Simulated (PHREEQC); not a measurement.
Solution (20 °C): 0.093 mol HBr, 0.0012 mol ZnSO4 and 3.3e-05 mol MnSO4 per kg of water. Closed to the air; pH follows from the charge balance.

The numbers come from PHREEQC with the ion-association model, phreeqc.dat.

This is a speciation only: nothing precipitates in the calculation.

Predict the pH, specific conductance.

pH 1.12; specific conductance 29300 µS/cm.

In which forms is S present?

HSO4- 76 %, SO4-2 23 %, ZnSO4 0.9 % of the S.

Species that the database lacks are ignored.
